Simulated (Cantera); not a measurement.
# Catalytic combustion on Pt

An isothermal plug-flow reactor at 925 K and 200000 Pa (inlet), inlet velocity 1 m/s, active area per volume 4900 1/m; feed CO : O2 : N2 : H2O = 0.0028 : 0.12 : 0.79 : 0.046 (molar parts), equivalence ratio 0.012.

Computed with Cantera and Deutschmann's 1995 Pt surface mechanism with GRI-Mech 3.0 gas chemistry. Catalytic surfaces can have several steady states; this one follows from the mechanism file's or the stated starting coverage. Mass transfer to the wall is taken as infinitely fast.

```csv
z (m),x CO,x O2,x H2O,x CO2,θ free Pt,θ O*,θ OH*
3.8e-05,0.00151,0.125,0.0480,0.00141,0.0987,0.895,0.00550
6.3e-05,0.00103,0.124,0.0480,0.00190,0.0958,0.898,0.00543
0.00011,0.000517,0.124,0.0480,0.00241,0.0931,0.901,0.00536
0.00018,0.000195,0.124,0.0480,0.00273,0.0916,0.903,0.00532
0.00029,4.34e-5,0.124,0.0480,0.00288,0.0909,0.904,0.00531
0.00049,2.91e-6,0.124,0.0480,0.00292,0.0907,0.904,0.00530
0.00082,3.37e-8,0.124,0.0480,0.00292,0.0907,0.904,0.00530
0.0014,1.34e-11,0.124,0.0480,0.00292,0.0907,0.904,0.00530
0.0023,<1e-12,0.124,0.0480,0.00292,0.0907,0.904,0.00530
0.0038,<1e-12,0.124,0.0480,0.00292,0.0907,0.904,0.00530
```
x: gas mole fraction; θ: surface coverage.
